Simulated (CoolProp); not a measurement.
Aqueous potassium carbonate as a coolant, at 19 °C, 1 atm.

The numbers come from the Melinder's fits for secondary coolants in CoolProp.

| mass % | freezing point (°C) | conductivity (W/(m K)) | viscosity (mPa s) | Prandtl number | density (kg/m³) |
|---|---|---|---|---|---|
| 5.2 | -1.7 | 0.592 | 1.15 | 7.56 | 1046 |
| 8.2 | -2.9 | 0.589 | 1.24 | 7.91 | 1074 |
| 11.2 | -4.1 | 0.586 | 1.34 | 8.34 | 1103 |
| 14.2 | -5.5 | 0.582 | 1.46 | 8.84 | 1132 |
| 17.1 | -7.0 | 0.580 | 1.59 | 9.39 | 1161 |
| 20.1 | -8.9 | 0.577 | 1.76 | 10.1 | 1192 |
| 23.1 | -11.1 | 0.574 | 1.96 | 10.9 | 1223 |
| 26.1 | -13.9 | 0.571 | 2.20 | 11.9 | 1256 |
| 29.1 | -17.4 | 0.568 | 2.50 | 13.1 | 1289 |
| 32 | -21.5 | 0.565 | 2.87 | 14.7 | 1322 |
| 35 | -26.7 | 0.561 | 3.35 | 16.8 | 1356 |
| 38 | -32.8 | 0.557 | 3.96 | 19.6 | 1391 |
